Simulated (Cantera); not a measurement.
A Cantera script and what it prints.

```python
import numpy as np
import cantera as ct

gas_names = """
    F F2 N NF NF2 NF3 N2 Si SiF SiF2 SiF3 SiF4 SiN Si2 Si2N Si3
""".split()
cond_names = """
    Si(cr) Si(L) Si3N4(a)
""".split()


# ... load() reads the species with a 1 bar reference pressure and builds the phases ...
atoms = {
    'Si3N4': {'Si': 3, 'N': 4},
    'F2': {'F': 2},
}
top_T = {'Si3N4(a)': 2400}  # K; cautious upper limits of use, not melting points


# ... equilibrate(T, P, feed) seeds the gas with the atoms and calls Mixture.equilibrate('TP', solver="vcs", rtol=1e-11, max_steps=5000) ...
results = []
feed = {'Si3N4': 1, 'F2': 6.5}  # mol
T = 875  # K
P = 7.5  # Pa
mix = equilibrate(T, P, feed)
results.append((T, P, feed, dict(zip(mix.species_names, mix.species_moles))))
print(gas.report(threshold=1e-05))
for i in range(1, mix.n_phases):
    print(f"{mix.phase(i).name:16s} {mix.phase_moles(i):12.5e} mol")
```

Result:

```
       temperature   875 K
          pressure   7.5 Pa
           density   6.6764e-05 kg/m^3
  mean mol. weight   64.762 kg/kmol
   phase of matter   gas

                          1 kg             1 kmol
                     ---------------   ---------------
          enthalpy       -1.1783e+07       -7.6307e+08  J
   internal energy       -1.1895e+07       -7.7035e+08  J
           entropy            5905.7        3.8246e+05  J/K
    Gibbs function        -1.695e+07       -1.0977e+09  J
 heat capacity c_p            1000.1             64772  J/K
 heat capacity c_v            871.76             56457  J/K

                      mass frac. Y      mole frac. X     chem. pot. / RT
                     ---------------   ---------------   ---------------
                 F          0.047073           0.16046           -20.628
                F2          0.001985         0.0033832           -41.256
                N2           0.14468           0.33446           -35.122
              SiF4           0.80626           0.50169           -270.47
     [  +12 minor]        3.5669e-08        3.2637e-08

Si(cr)            0.00000e+00 mol
Si3N4(a)          0.00000e+00 mol
```

Method: chemical equilibrium by Gibbs-energy minimisation in Cantera with the NASA 1993 tables (ideal gas, pure condensed phases).
